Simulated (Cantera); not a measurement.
Cantera run:

```python
import numpy as np
import cantera as ct

gas_names = """
    CL CLO CL2 H HCL HOCL HO2 H2 H2O H2O2 Mg MgCL MgCL2 MgH MgO MgOH MgO2H2 Mg2 O OH O2 O3
""".split()
cond_names = """
    H2O(s) H2O(L) Mg(cr) Mg(L) MgCL2(s) MgCL2(L) MgO(s) MgO(L) MgO2H2(s)
""".split()


# ... load() reads the species with a 1 bar reference pressure and builds the phases ...
atoms = {
    'MgO': {'Mg': 1, 'O': 1},
    'HCl': {'H': 1, 'CL': 1},
    'O2': {'O': 2},
}
top_T = {}  # K; cautious upper limits of use, not melting points


# ... equilibrate(T, P, feed) seeds the gas with the atoms and calls Mixture.equilibrate('TP', solver="vcs", rtol=1e-11, max_steps=5000) ...
results = []
T = 900  # K
P = 31000  # Pa
for m in [0.12, 0.16, 0.2, 0.25, 0.31, 0.39, 0.5, 0.62, 0.78, 0.99, 1.2, 1.6, 2]:
    feed = {'MgO': 1, 'HCl': 0.029, 'O2': m}  # mol
    mix = equilibrate(T, P, feed)
    results.append((T, P, feed, dict(zip(mix.species_names, mix.species_moles))))
    x = sorted(zip(gas.X, gas.species_names), reverse=True)
    print(f"T = {T:g} K  P = {P:g} Pa  n(O2) = {m:g} mol  gas = {mix.phase_moles(0):.4g} mol")
    print("   x: " + "  ".join(f"{s} {v:.3e}" for v, s in x if v > 1e-06))
    print("   condensed (mol): " + ("  ".join(f"{mix.phase(i).name} {mix.phase_moles(i):.4g}"
          for i in range(1, mix.n_phases) if mix.phase_moles(i) > 1e-12) or "none"))
```

Output:

```
T = 900 K  P = 31000 Pa  n(O2) = 0.12 mol  gas = 0.145 mol
   x: O2 8.000e-01  HCL 9.016e-02  H2O 5.490e-02  CL2 5.489e-02  CL 3.111e-05  HOCL 5.926e-06  CLO 1.301e-06
   condensed (mol): MgO(s) 1
T = 900 K  P = 31000 Pa  n(O2) = 0.16 mol  gas = 0.185 mol
   x: O2 8.432e-01  HCL 7.016e-02  H2O 4.330e-02  CL2 4.328e-02  CL 2.762e-05  HOCL 4.735e-06  CLO 1.186e-06
   condensed (mol): MgO(s) 1
T = 900 K  P = 31000 Pa  n(O2) = 0.2 mol  gas = 0.225 mol
   x: O2 8.711e-01  HCL 5.743e-02  H2O 3.573e-02  CL2 3.572e-02  CL 2.509e-05  HOCL 3.939e-06  CLO 1.095e-06
   condensed (mol): MgO(s) 1
T = 900 K  P = 31000 Pa  n(O2) = 0.25 mol  gas = 0.275 mol
   x: O2 8.945e-01  HCL 4.682e-02  H2O 2.932e-02  CL2 2.931e-02  CL 2.273e-05  HOCL 3.254e-06  CLO 1.005e-06
   condensed (mol): MgO(s) 1
T = 900 K  P = 31000 Pa  n(O2) = 0.31 mol  gas = 0.335 mol
   x: O2 9.134e-01  HCL 3.832e-02  H2O 2.413e-02  CL2 2.412e-02  CL 2.062e-05  HOCL 2.691e-06
   condensed (mol): MgO(s) 1
T = 900 K  P = 31000 Pa  n(O2) = 0.39 mol  gas = 0.415 mol
   x: O2 9.301e-01  HCL 3.086e-02  H2O 1.951e-02  CL2 1.950e-02  CL 1.854e-05  HOCL 2.187e-06
   condensed (mol): MgO(s) 1
T = 900 K  P = 31000 Pa  n(O2) = 0.5 mol  gas = 0.5249 mol
   x: O2 9.447e-01  HCL 2.434e-02  H2O 1.545e-02  CL2 1.544e-02  CL 1.650e-05  HOCL 1.738e-06
   condensed (mol): MgO(s) 1
T = 900 K  P = 31000 Pa  n(O2) = 0.62 mol  gas = 0.6449 mol
   x: O2 9.550e-01  HCL 1.978e-02  H2O 1.259e-02  CL2 1.258e-02  CL 1.490e-05  HOCL 1.420e-06
   condensed (mol): MgO(s) 1
T = 900 K  P = 31000 Pa  n(O2) = 0.78 mol  gas = 0.8049 mol
   x: O2 9.640e-01  HCL 1.583e-02  H2O 1.010e-02  CL2 1.009e-02  CL 1.334e-05  HOCL 1.142e-06
   condensed (mol): MgO(s) 1
T = 900 K  P = 31000 Pa  n(O2) = 0.99 mol  gas = 1.015 mol
   x: O2 9.714e-01  HCL 1.254e-02  H2O 8.017e-03  CL2 8.011e-03  CL 1.188e-05
   condensed (mol): MgO(s) 1
T = 900 K  P = 31000 Pa  n(O2) = 1.2 mol  gas = 1.225 mol
   x: O2 9.763e-01  HCL 1.038e-02  H2O 6.647e-03  CL2 6.641e-03  CL 1.082e-05
   condensed (mol): MgO(s) 1
T = 900 K  P = 31000 Pa  n(O2) = 1.6 mol  gas = 1.625 mol
   x: O2 9.821e-01  HCL 7.819e-03  H2O 5.014e-03  CL2 5.009e-03  CL 9.398e-06
   condensed (mol): MgO(s) 1
T = 900 K  P = 31000 Pa  n(O2) = 2 mol  gas = 2.025 mol
   x: O2 9.857e-01  HCL 6.271e-03  H2O 4.025e-03  CL2 4.021e-03  CL 8.420e-06
   condensed (mol): MgO(s) 1
```

Equilibrium computed with Cantera from the NASA thermochemical tables; the gas is ideal and each condensed phase is pure. Condensed phases not in the tables: MgOHCl.
